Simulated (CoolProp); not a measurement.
A single-stage vapour-compression cycle with the fluid: evaporating at 216.15 K (dew point), condensing at 250.15 K (bubble point), superheat 2 K, subcooling 5 K, compressor efficiency 0.6, no pressure losses. The same conditions are run with several fluids, on thermodynamics alone (safety and materials aside).

The numbers come from the reference Helmholtz-energy equation of state of each fluid (vinyl chloride: Thol 2022; ammonia: Gao 2020; isobutane: Bücker 2006; carbonyl sulfide: Lemmon 2006; R407C: Lemmon 2003; R507A: Lemmon 2003) in CoolProp. Blends and air are pseudo-pure fits.

Question: Rank vinyl chloride, ammonia, isobutane, carbonyl sulfide, R407C, R507A by cooling COP, highest first.

Answer: isobutane (3.51), R507A (3.43), vinyl chloride (3.41), carbonyl sulfide (3.39), ammonia (3.25), R407C (2.76)

| fluid | pressure ratio | discharge temperature (K) | refrigerating effect (kJ/kg) | volumetric capacity (kJ/m³) |
|---|---|---|---|---|
| vinyl chloride | 6.08 | 342.9 | 348 | 136 |
| ammonia | 6.26 | 407.9 | 1310 | 330 |
| isobutane | 5.72 | 286.7 | 344 | 124 |
| carbonyl sulfide | 4.20 | 342.5 | 280 | 692 |
| R407C | 7.47 | 322.3 | 218 | 351 |
| R507A | 4.67 | 285.0 | 168 | 571 |
